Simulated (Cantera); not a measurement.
# Adiabatic ignition

An adiabatic, constant-pressure homogeneous reactor starts with 6.48 % CH₄, 19.6 % O₂, 73.9 % N₂, equivalence ratio 0.66, at 1125 K and 1.10 bar.

Computed with Cantera and GRI-Mech 3.0 (53 species, 325 reactions).

```tsv
t (s)	T (K)	x CH₄	x O₂	x O	x H₂O	x H₂	x C₂H₄	x CH₂O
1.00e-5	1125	0.0648	0.196	<1e-12	7.35e-12	2.47e-12	<1e-12	4.94e-12
3.33e-5	1125	0.0648	0.196	1.27e-12	7.02e-11	1.14e-11	<1e-12	5.56e-11
0.000111	1125	0.0648	0.196	3.68e-12	7.41e-10	6.56e-11	<1e-12	6.29e-10
0.000368	1125	0.0648	0.196	1.27e-11	8.93e-9	5.62e-10	<1e-12	7.39e-9
0.00123	1125	0.0648	0.196	5.77e-11	1.31e-7	7.64e-9	2.99e-11	1.01e-7
0.00408	1125	0.0648	0.196	3.89e-10	2.61e-6	1.84e-7	3.35e-9	2.01e-6
0.0136	1125	0.0648	0.196	9.47e-10	3.09e-5	2.59e-6	1.25e-7	2.39e-5
0.0452	1127	0.0645	0.196	2.96e-9	0.000261	3.07e-5	2.32e-6	0.000163
0.150	2365	<1e-12	0.0632	0.00173	0.123	0.00141	<1e-12	2.47e-12
0.500	2360	<1e-12	0.0618	0.00167	0.124	0.00139	<1e-12	2.40e-12
```
x: mole fraction; the columns are a selection and need not sum to one.

| Quantity | Value |
|---|---|
| time of steepest temperature rise | 0.103 s |
| temperature at 0.500 s | 2360 K |
| equilibrium temperature | 2360 K |
| x(CH₄) at 0.500 s | <1e-12 (gas-phase equilibrium <1e-12) |
| x(O₂) at 0.500 s | 0.0618 (gas-phase equilibrium 0.0618) |
| x(O) at 0.500 s | 0.00167 (gas-phase equilibrium 0.00167) |
